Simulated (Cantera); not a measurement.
A perfectly stirred reactor is fed with 43.5 % C₂H₆, 56.5 % N₂, at 3000 Pa; it is held at 1150 K, and followed from long to short residence time.

Computed with Cantera and GRI-Mech 3.0 (53 species, 325 reactions). GRI-Mech 3.0 stops at C3 and has no aromatics, soot or wall deposition, so with more carbon than oxygen in the feed, carbon stays in small species such as C2H2 where larger ones or solid carbon would form. Radical loss at walls, strong at low pressure, is not modelled.

One state of this run: x C₂H₆ = 0.394; x H = 3.28e-6; x CH₂ = 8.34e-10; x H₂ = 0.0254; x C₂H₂ = 0.000237; x HCN = 1.01e-12; x C₂H₄ = 0.0264. x: mole fraction; the columns are a selection and need not sum to one.

Q: Which value of τ (s) does it belong to?
(A) 0.013
(B) 0.023
(C) 0.44
(D) 0.075

A: B, 0.023
